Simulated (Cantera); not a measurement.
A closed system holds: 1 mol CS2, 1.2 mol H2, 42 mol N2, at 1148.15 K and 0.230 bar.

Cantera equilibrium calculation (NASA polynomials, part measured and part estimated; ideal gas, pure solids and liquids). Candidate condensed phases: C, C6H6, C7H8, C8H18, S; 100 gas species. Gases not in the tables: S3 to S7. Kinetics and transport are ignored.

Base state: N2 0.956, H2 0.0155, CS2 0.0147, H2S 0.0118, S2 0.00221, SH 1.53e-5 (mole fractions); condensed: C(graphite).

Question: What changes in the equilibrium state with this change: temperature from 1148.15 K to 2123 K?

Answer: 
| species | before | after |
|---|---|---|
| N2 | 0.956 | 0.943 |
| H2 | 0.0155 | 0.0247 |
| CS | 8.15e-7 | 0.0125 |
| H2S | 0.0118 | 0.000404 |
| CS2 | 0.0147 | 0.00861 |
| H | 1.87e-8 | 0.00118 |
| S | 1.94e-8 | 0.00112 |
| C(graphite), mol | 0.355 | 0 |
